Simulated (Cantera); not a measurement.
Cantera run, input and output.

```python
import numpy as np
import cantera as ct

gas = ct.Solution("gri30.yaml", transport_model="multicomponent")
show = ['OH', 'NH3', 'CH4']

rows = []
print(f"{'T/K':>7s}{'rho':>11s}{'cp':>10s}{'mu':>11s}{'lambda':>11s}{'Pr':>7s}" + "".join(f"{'D_' + s:>11s}" for s in show))
for T in [400, 550, 700, 850, 1000, 1150, 1300]:
    gas.TPX = T, 46000, {'O2': 0.61}
    Pr = gas.cp_mass * gas.viscosity / gas.thermal_conductivity
    D = [gas.mix_diff_coeffs_mole[gas.species_index(s)] for s in show]
    rows.append([gas.density, gas.cp_mass, gas.viscosity, gas.thermal_conductivity, Pr, *D])
    print(f"{T:7g}{gas.density:11.4e}{gas.cp_mass:10.1f}{gas.viscosity:11.4e}"
          f"{gas.thermal_conductivity:11.4e}{Pr:7.3f}" + "".join(f"{d:11.4e}" for d in D))
print("SI units: kg/m3, J/kg/K, Pa s, W/m/K, m2/s")
```

Result:

```
    T/K        rho        cp         mu     lambda     Pr       D_OH      D_NH3      D_CH4
    400 4.4257e-01     941.4 2.5629e-05 3.3889e-02  0.712 1.1731e-04 8.4881e-05 8.3000e-05
    550 3.2187e-01     987.2 3.2102e-05 4.4601e-02  0.711 2.0193e-04 1.5291e-04 1.4423e-04
    700 2.5290e-01    1031.1 3.7824e-05 5.4934e-02  0.710 3.0316e-04 2.3569e-04 2.1763e-04
    850 2.0827e-01    1064.7 4.3049e-05 6.4608e-02  0.709 4.1959e-04 3.3166e-04 3.0210e-04
   1000 1.7703e-01    1090.2 4.7912e-05 7.3669e-02  0.709 5.5022e-04 4.3972e-04 3.9688e-04
   1150 1.5394e-01    1108.6 5.2496e-05 8.2135e-02  0.709 6.9425e-04 5.5904e-04 5.0138e-04
   1300 1.3618e-01    1124.6 5.6858e-05 9.0286e-02  0.708 8.5106e-04 6.8899e-04 6.1513e-04
SI units: kg/m3, J/kg/K, Pa s, W/m/K, m2/s
```

Detailed kinetics in Cantera: GRI-Mech 3.0 (53 species, 325 reactions).
